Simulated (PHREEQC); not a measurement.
A solution holds 0.0015 mol HF, 0.0017 mol Na2CO3 and 0.16 mol LiCl per kg of water, at 25 °C and 100 atm. Closed to the air; pH follows from the charge balance.

Model: ion-association model, phreeqc.dat, run in PHREEQC.

Precipitation was switched off in this run.

Question: Order these C species by the share of C that they hold, largest first: NaCO3-, HCO3-, NaHCO3, CO3-2, CO2.

Answer: HCO3- (89 %), CO3-2 (11 %), NaCO3- (0.22 %), CO2 (0.13 %), NaHCO3 (0.10 %)

The pH is 9.00 and the ionic strength 0.164 mol/kgw. Complexes and solids missing from the database can't appear. Under pressure, the constants of complexes without a molar volume in the database are unreliable.
